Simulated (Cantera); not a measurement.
Feed: 1 mol PbO, 260 mol H2, 0.56 mol H2O, at 473 Torr.

These are equilibrium values from Cantera (NASA tables, ideal gas, pure condensed phases), not measurements of a reactor. Candidate condensed phases: H2O, Pb, PbO, PbO2, Pb3O4; 12 gas species. Rates play no part.

log p: log10 of the partial pressure in bar; n: condensed amount in mol.

| T (K) | log p H2 | log p H2O | log p Pb | log p H | log p OH | n Pb(l) |
|---|---|---|---|---|---|---|
| 998 | -0.20 | -2.42 | -4.81 | [?] | <-12 | 0.994 |
| 1098 | -0.20 | -2.42 | -3.93 | [?] | <-12 | 0.952 |
| 1198 | -0.20 | -2.42 | -3.20 | [?] | -11.15 | 0.742 |
| 1298 | -0.20 | -2.43 | -2.62 | [?] | -10.18 | 0 |
| 1398 | -0.20 | -2.43 | -2.62 | [?] | -9.35 | 0 |
| 1498 | -0.20 | -2.43 | -2.62 | [?] | -8.63 | 0 |
| 1598 | -0.20 | -2.43 | -2.62 | [?] | -8.01 | 0 |
| 1698 | -0.21 | -2.43 | -2.62 | [?] | -7.45 | 0 |
| 1798 | -0.21 | -2.43 | -2.62 | [?] | -6.96 | 0 |
| 1898 | -0.21 | -2.43 | -2.62 | [?] | -6.52 | 0 |
| 1998 | -0.21 | -2.43 | -2.62 | [?] | -6.12 | 0 |

Task: What belongs in the gaps?

Result: 
- 998, log p H: -8.77
- 1098, log p H: -7.71
- 1198, log p H: -6.82
- 1298, log p H: -6.07
- 1398, log p H: -5.43
- 1498, log p H: -4.87
- 1598, log p H: -4.38
- 1698, log p H: -3.94
- 1798, log p H: -3.56
- 1898, log p H: -3.21
- 1998, log p H: -2.90
